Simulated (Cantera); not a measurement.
A closed system holds: 1 mol CH3SiH3, 0.0056 mol C3H8, 5.5 mol H2, held at 22000 Pa.

Method: chemical equilibrium by Gibbs-energy minimisation in Cantera with the NASA 1993 tables (ideal gas, pure condensed phases). Candidate condensed phases: C, C6H6, C7H8, C8H18, Si, SiC; 87 gas species. The feed counts by its element totals alone. Rates play no part.

log p: log10 of the partial pressure in bar; n: condensed amount in mol.

```tsv
T (°C)	log p H2	log p CH4	log p H	log p C2H2 (acetylene)	log p C2H4	log p CH3	log p SiH2	n SiC(s)	n C(graphite)
750	-0.66	-3.36	-8.71	-11.18	-9.34	-10.17	<-12	1.00	0
825	-0.66	-3.36	-7.94	-9.77	-8.58	-9.38	-12.02	1.00	0
900	-0.66	-3.36	-7.26	-8.54	-7.92	-8.69	-11.34	1.00	0
975	-0.66	-3.36	?	?	?	?	?	1.00	0
1050	-0.66	-3.48	-6.13	-6.74	-7.07	-7.66	-10.08	1.00	0.00409
1125	-0.66	?	?	?	?	?	?	1.00	?
1200	-0.66	-3.85	-5.23	-5.84	-6.93	-7.11	-8.82	1.00	0.0112
```

Task: Fill in the missing entries.

Result: 
- 975, log p H: -6.66
- 975, log p C2H2 (acetylene): -7.46
- 975, log p C2H4: -7.34
- 975, log p CH3: -8.08
- 975, log p SiH2: -10.74
- 1125, log p CH4: -3.68
- 1125, log p H: -5.65
- 1125, log p C2H2 (acetylene): -6.27
- 1125, log p C2H4: -7.00
- 1125, log p CH3: -7.37
- 1125, log p SiH2: -9.42
- 1125, n C(graphite): 0.00858
